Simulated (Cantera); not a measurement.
An adiabatic, constant-volume homogeneous reactor starts with H₂ : O₂ : N₂ = 1 : 0.294 : 1.11 (molar parts), equivalence ratio 1.7, at 950 K and 9.30 bar. Integrator tolerance rtol = 1e-08.

Computed with Cantera and the H2/O2 subset of GRI-Mech 3.0, which has no nitrogen chemistry. The hydrogen kinetics of GRI-Mech 3.0 are dated; newer H2 mechanisms differ, most at raised pressure.

Problem. What does this change do: N2 1.11 to 2.7 parts?

Solution. 
```tsv
quantity	before	after
time of steepest temperature rise	22.3 ms	33.7 ms
temperature at 2.00 s	2983 K	2303 K
equilibrium temperature	2983 K	2303 K
x(H₂) at 2.00 s	0.190 (gas-phase equilibrium 0.190)	0.111 (gas-phase equilibrium 0.111)
x(O₂) at 2.00 s	0.000140 (gas-phase equilibrium 0.000140)	4.39e-7 (gas-phase equilibrium 4.39e-7)
x(OH) at 2.00 s	0.00598 (gas-phase equilibrium 0.00598)	0.000166 (gas-phase equilibrium 0.000166)
x(H₂O₂) at 2.00 s	2.74e-7 (gas-phase equilibrium 2.74e-7)	2.14e-9 (gas-phase equilibrium 2.14e-9)
x(HO₂) at 2.00 s	6.29e-7 (gas-phase equilibrium 6.29e-7)	1.21e-9 (gas-phase equilibrium 1.21e-9)
x(H₂O) at 2.00 s	0.269 (gas-phase equilibrium 0.269)	0.159 (gas-phase equilibrium 0.159)
```

Problem. What does this change do: H2 1 to 0.52 parts?

Solution. 
| quantity | before | after |
|---|---|---|
| time of steepest temperature rise | 22.3 ms | 30.2 ms |
| temperature at 2.00 s | 2983 K | 3012 K |
| equilibrium temperature | 2983 K | 3012 K |
| x(H₂) at 2.00 s | 0.190 (gas-phase equilibrium 0.190) | 0.0171 (gas-phase equilibrium 0.0171) |
| x(O₂) at 2.00 s | 0.000140 (gas-phase equilibrium 0.000140) | 0.0222 (gas-phase equilibrium 0.0222) |
| x(OH) at 2.00 s | 0.00598 (gas-phase equilibrium 0.00598) | 0.0229 (gas-phase equilibrium 0.0229) |
| x(H₂O₂) at 2.00 s | 2.74e-7 (gas-phase equilibrium 2.74e-7) | 3.70e-6 (gas-phase equilibrium 3.70e-6) |
| x(HO₂) at 2.00 s | 6.29e-7 (gas-phase equilibrium 6.29e-7) | 3.01e-5 (gas-phase equilibrium 3.01e-5) |
| x(H₂O) at 2.00 s | 0.269 (gas-phase equilibrium 0.269) | 0.276 (gas-phase equilibrium 0.276) |
Above 3000 K some thermodynamic fits are extrapolated.
